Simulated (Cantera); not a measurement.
A perfectly stirred reactor is fed with 0.129 % CO, 0.219 % O₂, 0.179 % H₂O, 99.5 % N₂, equivalence ratio 0.30, at 2.80 bar; it is held at 1300 K, and followed from long to short residence time.

Model: GRI-Mech 3.0 (53 species, 325 reactions), integrated in Cantera.

Predict: x(CO) at τ = 7.70 s; x(O₂) at τ = 7.70 s; x(H₂O) at τ = 7.70 s; x(CO₂) at τ = 7.70 s; x(H₂) at τ = 7.70 s; x(CO) at τ = 99.0 ms; x(O₂) at τ = 99.0 ms; x(H₂O) at τ = 99.0 ms; x(CO₂) at τ = 99.0 ms; x(H₂) at τ = 99.0 ms.


| Item | Result |
|---|---|
| x(CO) at τ = 7.70 s | 8.01e-6 |
| x(O₂) at τ = 7.70 s | 0.00155 |
| x(H₂O) at τ = 7.70 s | 0.00179 |
| x(CO₂) at τ = 7.70 s | 0.00129 |
| x(H₂) at τ = 7.70 s | 2.61e-7 |
| x(CO) at τ = 99.0 ms | 0.000164 |
| x(O₂) at τ = 99.0 ms | 0.00162 |
| x(H₂O) at τ = 99.0 ms | 0.00178 |
| x(CO₂) at τ = 99.0 ms | 0.00113 |
| x(H₂) at τ = 99.0 ms | 4.16e-6 |
